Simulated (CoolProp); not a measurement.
Saturated liquid density (kg/m³) of c-C4F8 (RC318): the reference equation beside estimates from Tc = 115.2 °C, pc = 2.778 MPa, ω = 0.355.

Model: reference Helmholtz-energy equation of state, Platzer 1990, in CoolProp. This equation is an older, rougher fit; its heat capacities, sound speeds and derivatives of the liquid may be far off and weren't checked against measurements.

```
T (°C)  reference  van der Waals  Redlich-Kwong  Soave-Redlich-Kwong  Peng-Robinson
------  ---------  -------------  -------------  -------------------  -------------
-11.05       1633           1003           1461                    ?           1743
3.15         1582          972.2           1406                 1490           1687
17.45        1528              ?           1346                 1432           1624
31.65        1471          902.7           1282                 1369           1553
45.85        1409          863.2           1211                    ?           1472
60.05        1340          819.1           1131                 1214           1377
74.25        1261          768.7           1041                    ?           1266
88.55        1163          707.9          932.7                997.0           1127
102.75       1028          627.8              ?                838.7          939.8
```

Problem. Some entries are withheld; supply them.

Solution. 
- -11.05, Soave-Redlich-Kwong: 1541
- 17.45, van der Waals: 938.7
- 45.85, Soave-Redlich-Kwong: 1296
- 74.25, Soave-Redlich-Kwong: 1116
- 102.75, Redlich-Kwong: 793.5

Absolute difference from the reference over all 9 rows, mean and median: van der Waals 38.8 and 38.7 %, Redlich-Kwong 15.1 and 14.1 %, Soave-Redlich-Kwong 9.6 and 8.0 %, Peng-Robinson 4.9 and 5.6 %.
